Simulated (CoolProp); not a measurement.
Normal hydrogen at 298.15 K and 0.306 MPa flows at 2.2 m/s in a round tube of 10 mm bore and 45 µm roughness, fully developed (64/Re and Nu = 3.66 if laminar; Colebrook and Gnielinski if turbulent). Each further row changes one setting.

Values from CoolProp's reference Helmholtz-energy equation of state, Leachman 2009.

```json
[
 {"case": "as stated", "Reynolds number": "614", "Darcy friction factor": "0.104", "pressure drop (Pa/m)": "6.27", "heat-transfer coefficient (W/(m² K))": "68.1", "mass flow (kg/h)": "0.155"},
 {"case": "velocity 4.4 m/s", "Reynolds number": "1230", "Darcy friction factor": "0.0521", "pressure drop (Pa/m)": "12.5", "heat-transfer coefficient (W/(m² K))": "68.1", "mass flow (kg/h)": "0.309"},
 {"case": "diameter 20 mm", "Reynolds number": "1230", "Darcy friction factor": "0.0521", "pressure drop (Pa/m)": "1.57", "heat-transfer coefficient (W/(m² K))": "34.1", "mass flow (kg/h)": "0.618"}
]
```

Viscosity comes from a separate model (Muzny 2013). Thermal conductivity comes from a separate model (Assael 2011).
